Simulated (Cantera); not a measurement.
A freely propagating, adiabatic, planar premixed flame of H2 : O2 : N2 = 1 : 0.185 : 0.611 (molar parts), unburnt at 500 K and 38000 Pa; mixture-averaged transport, grid criteria slope 0.08 and curve 0.16, no radiation.

Cantera simulation using the H2/O2 subset of GRI-Mech 3.0, which has no nitrogen chemistry; the numbers are that mechanism's predictions, not measurements. Burning velocities carry a grid error of a few per cent, more on coarse grids.

Question: What does this change do: O2 0.185 to 0.14 parts?

Answer: 
```tsv
quantity	before	after
laminar burning velocity	586 cm/s	414 cm/s
thermal thickness	1.55 mm	1.73 mm
peak x(H2O2)	6.65e-6	5.70e-6
peak x(HO2)	0.000145	0.000114
peak x(H)	0.0967	0.0615
```
